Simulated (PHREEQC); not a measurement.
Consider water at 14 °C with 0.011 mol/kgw MgSO4. Closed to the air; pH follows from the charge balance.

All values are PHREEQC results (ion-association model, phreeqc.dat), not measurements.

Precipitation was switched off in this run.

Task: Predict the ionic strength, specific conductance.

Result: ionic strength 0.0316 mol/kgw; specific conductance 1280 µS/cm.

Task: In which forms is Mg present?

Result: Mg+2 72 %, MgSO4 28 % of the Mg.

Complexes and solids missing from the database can't appear. Constants without temperature data keep their 25 °C values here.
